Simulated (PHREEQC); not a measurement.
Make-up at 25 °C: 6.3 mmol/kgw NaOH, 1.5 mmol/kgw Na2SiO3 and 0.29 mmol/kgw K3PO4. Closed to the air; pH follows from the charge balance.

Model: ion-association model, phreeqc.dat, run in PHREEQC.

No solid was allowed to form.

**Question.** Order these P species by the share of P that they hold, largest first: PO4-3, NaHPO4-, HPO4-2.

**Answer.** HPO4-2 (64 %), PO4-3 (35 %), NaHPO4- (0.76 %)

**Question.** Order these Si species by the share of Si that they hold, largest first: H2SiO4-2, H4SiO4, H3SiO4-.

**Answer.** H3SiO4- (93 %), H2SiO4-2 (6.0 %), H4SiO4 (0.81 %)

The pH is 11.85 and the ionic strength 0.0107 mol/kgw.
